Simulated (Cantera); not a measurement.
A Cantera script and what it prints.

```python
import numpy as np
import cantera as ct

gas_names = """
    AL ALH ALN ALO ALOH ALO2 ALO2H AL2 AL2O AL2O2 H HALO HNO HNO2 HNO3 HO2 H2 H2O H2O2 N NH NH2 NH3
    NH2OH NO NO2 NO3 N2 N2H2 N2H4 N2O O OH O2 O3
""".split()
cond_names = """
    AL(cr) AL(L) ALN(s) AL2O3(a) AL2O3(L) H2O(s) H2O(L)
""".split()


# ... load() reads the species with a 1 bar reference pressure and builds the phases ...
atoms = {
    'AlN': {'AL': 1, 'N': 1},
    'O2': {'O': 2},
    'H2': {'H': 2},
}
top_T = {'ALN(s)': 2750}  # K; cautious upper limits of use, not melting points


# ... equilibrate(T, P, feed) seeds the gas with the atoms and calls Mixture.equilibrate('TP', solver="vcs", rtol=1e-11, max_steps=5000) ...
results = []
feed = {'AlN': 1, 'O2': 1.4, 'H2': 1.1}  # mol
P = 3000  # Pa
for T in [898, 998, 1098, 1198, 1298, 1398, 1498, 1598, 1698, 1798, 1898, 1998, 2098]:
    mix = equilibrate(T, P, feed)
    results.append((T, P, feed, dict(zip(mix.species_names, mix.species_moles))))

top = {s: max(r[3][s] / sum(r[3][g] for g in gas_names) for r in results) for s in gas_names}
cols = sorted((s for s in top if top[s] > 0.001), key=lambda s: -top[s])[:5]
seen = [c for c in cond_names if any(r[3].get(c, 0) > 1e-12 for r in results)]
print("log10 of partial pressures in bar; condensed amounts in mol")
print(f"{'T/K':>10s}" + "".join(f"{s[:9]:>10s}" for s in cols + seen))
for T, P, feed, n in results:
    ng = sum(n[g] for g in gas_names)
    print(f"{T:10.4g}" + "".join(f"{np.log10(max(n[s] / ng * P / 1e5, 1e-99)):10.3f}" for s in cols)
          + "".join(f"{n.get(c, 0):10.4g}" for c in seen))
```

Result:

```
log10 of partial pressures in bar; condensed amounts in mol
       T/K       H2O        N2        O2        OH        H2  AL2O3(a)
       898    -1.712    -2.054    -2.753    -8.778   -11.862       0.5
       998    -1.712    -2.054    -2.753    -7.831   -10.420       0.5
      1098    -1.712    -2.054    -2.753    -7.057    -9.237       0.5
      1198    -1.712    -2.054    -2.754    -6.411    -8.249       0.5
      1298    -1.712    -2.054    -2.754    -5.864    -7.412       0.5
      1398    -1.712    -2.055    -2.754    -5.396    -6.693       0.5
      1498    -1.712    -2.055    -2.755    -4.990    -6.069       0.5
      1598    -1.712    -2.055    -2.757    -4.635    -5.522       0.5
      1698    -1.713    -2.055    -2.759    -4.322    -5.039       0.5
      1798    -1.714    -2.056    -2.762    -4.045    -4.610       0.5
      1898    -1.716    -2.057    -2.765    -3.797    -4.226       0.5
      1998    -1.720    -2.058    -2.767    -3.576    -3.883       0.5
      2098    -1.728    -2.061    -2.767    -3.377    -3.578       0.5
```

Equilibrium computed with Cantera from the NASA thermochemical tables; the gas is ideal and each condensed phase is pure. Gases not in the tables: Al(OH)3.
